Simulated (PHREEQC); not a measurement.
A made-up water analysis in mmol/kgw, 25 °C, pH 3.48, pe 9.5:

```tsv
constituent	mmol/kgw
Na	1.48
K	1.85
Ca	9.52
Mg	1.91
Cl	1.81
S(6)	13.2
Al	0.331
Cd	0.073
```

Valence states are taken as typed.

All values are PHREEQC results (ion-association model, phreeqc.dat), not measurements.

Precipitation was switched off in this run.

Question: Order these Cd species by the share of Cd that they hold, largest first: Cd(SO4)2-2, CdCl+, Cd+2, CdSO4.

Answer: Cd+2 (56 %), CdSO4 (36 %), CdCl+ (4.7 %), Cd(SO4)2-2 (3.7 %)

The pH is 3.48 and the ionic strength 0.0376 mol/kgw. Complexes and solids missing from the database can't appear.
